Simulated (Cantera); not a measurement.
Input (Python, Cantera):

```python
import numpy as np
import cantera as ct

gas = ct.Solution("gri30.yaml")
gas.TPX = 1050, 1333, {'H2': 0.021, 'O2': 1, 'N2': 2}
reactor = ct.IdealGasConstPressureReactor(gas, energy="off", clone=False)
net = ct.ReactorNet([reactor])
net.rtol, net.atol = 1e-08, 1e-18
show = ['H2', 'O2', 'H', 'H2O2', 'NO']
times = np.geomspace(3e-06, 300, 13)

steps = ct.SolutionArray(gas, extra=["t"])
rows = []
print(f"{'t/s':>10s}{'T/K':>9s}{'P/Pa':>11s}" + "".join(f"{s:>11s}" for s in show))
for t in times:
    while net.time < t:
        t_next = net.step()
        steps.append(gas.state, t=t_next)
    rows.append([np.interp(t, steps.t, y) for y in (steps.T, steps.P, *steps(*show).X.T)])
    print(f"{t:10.3e}{rows[-1][0]:9.1f}{rows[-1][1]:11.4g}" + "".join(f"{x:11.3e}" for x in rows[-1][2:]))
rate = np.gradient(steps.T, steps.t)
print("integrator steps:", len(steps.t))
if steps.T.max() > steps.T[0] + 200:
    print(f"time of steepest temperature rise: {steps.t[rate.argmax()]:.4e} s")
gas.TPX = 1050, 1333, {'H2': 0.021, 'O2': 1, 'N2': 2}
gas.equilibrate("TP")
print(f"equilibrium (TP): T = {gas.T:.1f} K  " + "  ".join(f"{s} {gas[s].X[0]:.3e}" for s in show))
```

Output:

```
       t/s      T/K       P/Pa         H2         O2          H       H2O2         NO
 3.000e-06   1050.0       1333  6.951e-03  3.310e-01  2.449e-13  4.735e-20  3.241e-30
 1.392e-05   1050.0       1333  6.951e-03  3.310e-01  1.115e-12  1.018e-18  3.044e-28
 6.463e-05   1050.0       1333  6.951e-03  3.310e-01  4.752e-12  2.196e-17  3.257e-26
 3.000e-04   1050.0       1333  6.951e-03  3.310e-01  1.645e-11  4.735e-16  3.543e-24
 1.392e-03   1050.0       1333  6.951e-03  3.310e-01  6.044e-11  1.024e-14  2.673e-22
 6.463e-03   1050.0       1333  6.951e-03  3.310e-01  2.486e-09  2.362e-13  4.982e-20
 3.000e-02   1050.0       1333  1.369e-03  3.269e-01  1.184e-03  6.771e-08  1.515e-09
 1.392e-01   1050.0       1333  3.208e-05  3.272e-01  2.369e-04  1.232e-08  2.463e-08
 6.463e-01   1050.0       1333  4.561e-06  3.284e-01  1.296e-05  1.043e-08  3.041e-08
 3.000e+00   1050.0       1333  2.882e-07  3.287e-01  2.268e-07  4.386e-09  3.080e-08
 1.392e+01   1050.0       1333  2.025e-08  3.287e-01  4.652e-09  7.747e-10  3.088e-08
 6.463e+01   1050.0       1333  2.225e-09  3.287e-01  1.816e-10  1.159e-10  3.093e-08
 3.000e+02   1050.0       1333  3.472e-10  3.287e-01  1.161e-11  2.022e-11  3.096e-08
integrator steps: 1861
equilibrium (TP): T = 1050.0 K  H2 3.837e-11  O2 3.287e-01  H 4.380e-13  H2O2 2.393e-12  NO 6.100e-05
```

Cantera simulation using GRI-Mech 3.0 (53 species, 325 reactions); the numbers are that mechanism's predictions, not measurements. Radical loss at walls, strong at low pressure, is not modelled.
